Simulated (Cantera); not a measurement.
Feed: 1 mol C, 0.19 mol CO₂, at 0.0940 bar.

These are equilibrium values from Cantera (NASA tables, ideal gas, pure condensed phases), not measurements of a reactor. Candidate condensed phases: C; 12 gas species. Rates play no part.

x: gas mole fraction; n: condensed amount in mol.

```tsv
T (K)	x CO	x CO₂	x C₃	x C	n C(graphite)
648	0.0154	0.985	<1e-12	<1e-12	0.999
848	0.488	0.512	<1e-12	<1e-12	0.939
1048	0.980	0.0200	<1e-12	<1e-12	0.817
1248	0.999	0.000927	<1e-12	<1e-12	0.810
1448	1.000	0.000100	<1e-12	<1e-12	0.810
1648	1.000	___	<1e-12	<1e-12	0.810
1848	1.000	5.30e-6	5.08e-12	9.34e-12	0.810
2048	1.000	1.92e-6	9.35e-10	8.89e-10	0.810
2248	1.000	8.46e-7	6.65e-8	3.75e-8	0.810
2448	1.000	___	___	___	0.810
2648	1.000	2.45e-7	4.63e-5	1.21e-5	0.810
2848	0.999	1.52e-7	0.000600	0.000117	0.809
```

Fill in the missing entries.


- 1648, x CO₂: 1.91e-5
- 2448, x CO₂: 4.31e-7
- 2448, x C₃: 2.31e-6
- 2448, x C: 8.53e-7
